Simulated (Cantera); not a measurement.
Feed: 1 mol CH3SiH3, 0.01 mol C3H8, 2.2 mol H2, at 1.30 mbar.

Cantera equilibrium calculation (NASA polynomials, part measured and part estimated; ideal gas, pure solids and liquids). Candidate condensed phases: C, C6H6, C7H8, C8H18, Si, SiC; 87 gas species. The feed counts by its element totals alone. Gases not in the tables: Si2H6 and higher silanes. Rates play no part.

Task: At 2323 K, list the 7 most abundant gas species with their mole fractions, and the condensed phases.

Result: H2 0.624, H 0.239, Si 0.109, SiC2 0.0163, Si2C 0.00773, C2H2 (acetylene) 0.00302, SiH 0.00110. Condensed: C(graphite).
